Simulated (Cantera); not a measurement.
Feed: 1 mol SiH2Cl2, 91 mol N2, held at 600 °C and 32.3 Torr.

These are equilibrium values from Cantera (NASA tables, ideal gas, pure condensed phases), not measurements of a reactor. Candidate condensed phases: NH4Cl, Si, Si3N4; 28 gas species. N2 is the only nitrogen source here; it is nearly inert below about 1500 K, so the nitride shown seldom forms there in practice. Kinetics and transport are ignored.

Base state: N2 0.980, HCl 0.0159, H2 0.00290, SiCl4 0.00145 (mole fractions); condensed: Si3N4(s).

Problem. What changes in the equilibrium state with this change: temperature from 600 °C to 1402 °C?

Solution. 
```
species         before     after
-------------  -------  --------
N2               0.980     0.978
HCl             0.0159    0.0101
H2             0.00290   0.00570
SiCl2            <1e-9   0.00547
Cl               <1e-9   5.87e-5
H                <1e-9   4.23e-5
SiCl3          1.36e-7  0.000139
SiCl4          0.00145   7.33e-6
Si3N4(s), mol    0.289     0.160
```
The tables' values for SiCl3 are old estimates; treat these amounts as uncertain.
